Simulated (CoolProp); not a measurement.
Vapour-liquid equilibrium of dimethyl carbonate (1) + n-decane (2) at 183.15 °C; x and y are mole fractions of (1).

Model: multi-fluid Helmholtz-energy mixture model, Zhou 2011 and Lemmon 2006; pair parameters Bell 2016, in CoolProp.

```json
[
 {"x": "0.05", "bubble pressure (MPa)": "0.2382", "y at the bubble point": "0.469", "dew pressure at overall composition x (MPa)": "0.1336", "liquid density (mol/L)": "4.295"},
 {"x": "0.2", "bubble pressure (MPa)": "?", "y at the bubble point": "0.749", "dew pressure at overall composition x (MPa)": "0.1590", "liquid density (mol/L)": "4.661"},
 {"x": "0.35", "bubble pressure (MPa)": "0.6311", "y at the bubble point": "0.819", "dew pressure at overall composition x (MPa)": "?", "liquid density (mol/L)": "5.097"},
 {"x": "0.5", "bubble pressure (MPa)": "0.7259", "y at the bubble point": "0.855", "dew pressure at overall composition x (MPa)": "?", "liquid density (mol/L)": "5.638"},
 {"x": "0.65", "bubble pressure (MPa)": "0.8023", "y at the bubble point": "0.886", "dew pressure at overall composition x (MPa)": "?", "liquid density (mol/L)": "6.340"},
 {"x": "0.8", "bubble pressure (MPa)": "0.8784", "y at the bubble point": "0.922", "dew pressure at overall composition x (MPa)": "0.5854", "liquid density (mol/L)": "?"},
 {"x": "0.95", "bubble pressure (MPa)": "0.9609", "y at the bubble point": "0.976", "dew pressure at overall composition x (MPa)": "0.9251", "liquid density (mol/L)": "8.608"}
]
```

What belongs in the gaps?


- 0.2, bubble pressure (MPa): 0.4843
- 0.35, dew pressure at overall composition x (MPa): 0.1954
- 0.5, dew pressure at overall composition x (MPa): 0.2528
- 0.65, dew pressure at overall composition x (MPa): 0.3564
- 0.8, liquid density (mol/L): 7.286

No azeotrope shows between x = 0.05 and 0.95.

The pair parameters rest on a limited set of measurements; away from them the model extrapolates. With so large a gap from Raoult's law the liquid may split in two, which this calculation doesn't test in full.
